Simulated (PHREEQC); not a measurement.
Solution A (0.13 mol/kgw MnSO4, 0.0026 mol/kgw CuCl2 and 0.03 mol/kgw HCl) is mixed with solution B (180 mmol/kgw HNO3) at 90 °C; shares are by mass of water, 1 kg in all. No oxygen is let in. No CO2 enters from the air. Only these solids could form: Pyrochroite.

The numbers come from PHREEQC with the ion-association model, phreeqc.dat.

### Question
Predict pH, MnSO4 (mol/kgw) at share of solution B = 0.1, 0.6, 0.8.

### Answer
```tsv
share of solution B	pH	MnSO4 (mol/kgw)
0.1	2.15	0.0524
0.6	1.22	0.00554
0.8	1.01	0.00105
```

Species that the database lacks are ignored. Away from 25 °C the constants follow the database's enthalpies or fits; those with neither stay at their 25 °C values.
